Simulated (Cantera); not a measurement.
Input (Python, Cantera) and output of one run.

```python
import numpy as np
import cantera as ct

gas_names = """
    H HO2 H2 H2O H2O2 O OH O2 O3 Si SiH SiH2 SiH3 SiH4 SiO SiO2 Si2 Si3
""".split()
cond_names = """
    H2O(s) H2O(L) Si(cr) Si(L) SiO2(Lqz) SiO2(hqz) SiO2(L)
""".split()


# ... load() reads the species with a 1 bar reference pressure and builds the phases ...
atoms = {
    'Si': {'Si': 1},
    'H2O': {'H': 2, 'O': 1},
    'H2': {'H': 2},
    'O2': {'O': 2},
}
top_T = {}  # K; cautious upper limits of use, not melting points


# ... equilibrate(T, P, feed) seeds the gas with the atoms and calls Mixture.equilibrate('TP', solver="vcs", rtol=1e-11, max_steps=5000) ...
results = []
feed = {'Si': 1, 'H2O': 0.067, 'H2': 150, 'O2': 0.015}  # mol
T = 1825  # K
for P in [10, 82, 670, 5500, 45000, 370000, 3000000]:
    mix = equilibrate(T, P, feed)
    results.append((T, P, feed, dict(zip(mix.species_names, mix.species_moles))))

top = {s: max(r[3][s] / sum(r[3][g] for g in gas_names) for r in results) for s in gas_names}
cols = sorted((s for s in top if top[s] > 0.0001), key=lambda s: -top[s])[:7]
seen = [c for c in cond_names if any(r[3].get(c, 0) > 1e-12 for r in results)]
print("log10 of partial pressures in bar; condensed amounts in mol")
print(f"{'P/Pa':>10s}" + "".join(f"{s[:9]:>10s}" for s in cols + seen))
for T, P, feed, n in results:
    ng = sum(n[g] for g in gas_names)
    print(f"{P:10.4g}" + "".join(f"{np.log10(max(n[s] / ng * P / 1e5, 1e-99)):10.3f}" for s in cols)
          + "".join(f"{n.get(c, 0):10.4g}" for c in seen))
```

Result:

```
log10 of partial pressures in bar; condensed amounts in mol
      P/Pa        H2         H        Si       SiO       SiH     Si(L)
        10    -4.022    -5.367    -6.238    -7.202    -8.223         0
        82    -3.096    -4.904    -5.342    -6.282    -6.864   0.01344
       670    -2.177    -4.445    -5.342    -5.365    -6.404    0.7847
      5500    -1.261    -3.987    -5.342    -4.450    -5.946    0.8819
   4.5e+04    -0.347    -3.530    -5.342    -3.537    -5.490     0.895
   3.7e+05     0.568    -3.072    -5.342    -2.623    -5.032    0.8968
     3e+06     1.477    -2.618    -5.342    -1.727    -4.577    0.8956
```

Equilibrium computed with Cantera from the NASA thermochemical tables; the gas is ideal and each condensed phase is pure. Gases not in the tables: Si2H6 and higher silanes.
